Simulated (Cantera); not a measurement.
Charge: 1 mol Pb, 0.029 mol O₂, 0.2 mol H₂, at 325 °C and 1 atm.

Cantera equilibrium calculation (NASA polynomials, part measured and part estimated; ideal gas, pure solids and liquids). Candidate condensed phases: H₂O, Pb, PbO, PbO₂, Pb₃O₄; 12 gas species. Rates play no part.

Base state: H₂ 0.710, H₂O 0.290 (mole fractions); condensed: Pb(s).

Q: What changes in the equilibrium state with this change: O₂ from 0.029 to 0.26 mol?

A: 
```json
[
 {"species": "H₂O", "before": "0.290", "after": "1.000"},
 {"species": "H₂", "before": "0.710", "after": "1.81e-5"},
 {"species": "Pb(s), mol", "before": "1.00", "after": "0.680"},
 {"species": "PbO(red), mol", "before": "0", "after": "0.320"}
]
```
